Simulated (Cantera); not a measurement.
An adiabatic, constant-pressure homogeneous reactor starts with 17.6 % CH4, 6.33 % CO, 16.0 % O2, 60.1 % N2, equivalence ratio 2.4, at 1773 K and 9.77 atm.

Detailed kinetics in Cantera: GRI-Mech 3.0 (53 species, 325 reactions).

Predict: time of steepest temperature rise; temperature at 0.700 s; equilibrium temperature; x(CH4) at 0.700 s; x(CO) at 0.700 s; x(O2) at 0.700 s; x(N2O) at 0.700 s.


```json
{
 "time_of_steepest_temperature_rise": "28.5 µs",
 "temperature at 0.700 s": "2638 K",
 "equilibrium_temperature": "2638 K",
 "x(CH4) at 0.700 s": "2.15e-9 (gas-phase equilibrium 2.41e-9)",
 "x(CO) at 0.700 s": "0.184 (gas-phase equilibrium 0.184)",
 "x(O2) at 0.700 s": "3.94e-6 (gas-phase equilibrium 3.94e-6)",
 "x(N2O) at 0.700 s": "1.41e-8 (gas-phase equilibrium 1.41e-8)"
}
```
